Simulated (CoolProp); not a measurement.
R11 at several states: density (kg/m³) from the reference equation and from simpler models built on Tc = 198.0 °C, pc = 44.08 bar, ω = 0.189; each cubic takes its own stable root.

Values from CoolProp's reference Helmholtz-energy equation of state, Jacobsen 1992.

```csv
T (°C),p (bar),phase,reference
134.45,0.13,gas,0.5278
43.45,50.3,liquid,1447
-91.95,202,liquid,1750
130.95,3.97,gas,17.12
137.05,0.11,gas,0.4436
```

Problem. How far does each simpler model (van der Waals, Redlich-Kwong, Soave-Redlich-Kwong, Peng-Robinson) lie from the reference over these 5 states: mean and median of the absolute difference, and the worst?

Solution. 
- van der Waals: mean 14.7 %, median 1.2 %, worst -36.7 % at -91.95 °C and 202 bar
- Redlich-Kwong: mean 3.0 %, median 0.3 %, worst -7.3 % at -91.95 °C and 202 bar
- Soave-Redlich-Kwong: mean 2.5 %, median 0.1 %, worst -7.0 % at -91.95 °C and 202 bar
- Peng-Robinson: mean 2.3 %, median 0.4 %, worst +7.0 % at 43.45 °C and 50.3 bar
